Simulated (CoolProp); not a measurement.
The numbers come from the reference Helmholtz-energy equation of state, de Reuck 1990 in CoolProp.

**Question.** Give the vapour pressure (bar), liquid density (kg/m³), vapour density (kg/m³), enthalpy of vaporisation (kJ/kg) of saturated fluorine at -147.05, -134.75, -131.65 °C.

**Answer.** 
```tsv
T (°C)	p (bar)	liquid density (kg/m³)	vapour density (kg/m³)	enthalpy of vaporisation (kJ/kg)
-147.05	22.6	1140	114	115
-134.75	40.4	932	246	73.5
-131.65	46.2	842	318	54.7
```
